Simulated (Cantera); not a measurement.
Cantera run:

```python
import numpy as np
import cantera as ct

gas_names = """
    CL CL2 H HCL H2 Si SiCL SiCL2 SiCL3 SiCL4 SiH SiHCL3 SiH2 SiH2CL2 SiH3 SiH3CL SiH4 Si2 Si3
""".split()
cond_names = """
    Si(cr) Si(L)
""".split()


# ... load() reads the species with a 1 bar reference pressure and builds the phases ...
atoms = {
    'Si': {'Si': 1},
    'Cl2': {'CL': 2},
    'H2': {'H': 2},
}
top_T = {}  # K; cautious upper limits of use, not melting points


# ... equilibrate(T, P, feed) seeds the gas with the atoms and calls Mixture.equilibrate('TP', solver="vcs", rtol=1e-11, max_steps=5000) ...
results = []
feed = {'Si': 1, 'Cl2': 0.77, 'H2': 0.95}  # mol
T = 1175  # K
for P in [10000, 31000, 98000, 310000, 960000, 3000000]:
    mix = equilibrate(T, P, feed)
    results.append((T, P, feed, dict(zip(mix.species_names, mix.species_moles))))

top = {s: max(r[3][s] / sum(r[3][g] for g in gas_names) for r in results) for s in gas_names}
cols = sorted((s for s in top if top[s] > 0.0001), key=lambda s: -top[s])[:7]
seen = [c for c in cond_names if any(r[3].get(c, 0) > 1e-12 for r in results)]
print("log10 of partial pressures in bar; condensed amounts in mol")
print(f"{'P/Pa':>10s}" + "".join(f"{s[:9]:>10s}" for s in cols + seen))
for T, P, feed, n in results:
    ng = sum(n[g] for g in gas_names)
    print(f"{P:10.4g}" + "".join(f"{np.log10(max(n[s] / ng * P / 1e5, 1e-99)):10.3f}" for s in cols)
          + "".join(f"{n.get(c, 0):10.4g}" for c in seen))
```

Result:

```
log10 of partial pressures in bar; condensed amounts in mol
      P/Pa        H2     SiCL4    SiHCL3       HCL     SiCL3     SiCL2   SiH2CL2    Si(cr)
     1e+04    -1.195    -1.684    -2.367    -2.140    -2.700    -2.726    -3.943    0.6047
   3.1e+04    -0.697    -1.185    -1.744    -1.766    -2.325    -2.476    -3.195    0.6002
   9.8e+04    -0.194    -0.690    -1.122    -1.391    -1.954    -2.229    -2.445    0.5929
   3.1e+05     0.305    -0.208    -0.510    -1.020    -1.593    -1.988    -1.704    0.5832
   9.6e+05     0.793     0.253     0.080    -0.661    -1.247    -1.757    -0.986    0.5715
     3e+06     1.282     0.704     0.663    -0.304    -0.908    -1.531    -0.271    0.5573
```

Cantera equilibrium calculation (NASA polynomials, part measured and part estimated; ideal gas, pure solids and liquids). The tables' values for SiCl3 are old estimates; treat these amounts as uncertain.
